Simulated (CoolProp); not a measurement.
Hexamethyldisiloxane (MM) along the isotherm 274.4 K: fugacity coefficient from the reference equation and from simpler models built on Tc = 518.7 K, pc = 1.931 MPa, ω = 0.418; each cubic takes its own stable root.

Model: reference Helmholtz-energy equation of state, Thol 2016, in CoolProp.

```json
[
 {"p (MPa)": "0.0153", "phase": "liquid", "reference": "0.09566"},
 {"p (MPa)": "0.0347", "phase": "liquid", "reference": "0.04225"},
 {"p (MPa)": "0.0791", "phase": "liquid", "reference": "0.01861"},
 {"p (MPa)": "0.18", "phase": "liquid", "reference": "0.008253"},
 {"p (MPa)": "0.41", "phase": "liquid", "reference": "0.003700"},
 {"p (MPa)": "0.932", "phase": "liquid", "reference": "0.001706"},
 {"p (MPa)": "2.12", "phase": "liquid", "reference": "0.0008354"},
 {"p (MPa)": "4.83", "phase": "liquid", "reference": "0.0004682"}
]
```

Q: How far does each simpler model (Soave-Redlich-Kwong, Peng-Robinson) lie from the reference over these 8 states: mean and median of the absolute difference, and the worst?

A: 
- Soave-Redlich-Kwong: mean 0.9 %, median 0.3 %, worst +3.7 % at 274.4 K and 4.83 MPa
- Peng-Robinson: mean 8.2 %, median 8.5 %, worst +8.6 % at 274.4 K and 0.0153 MPa
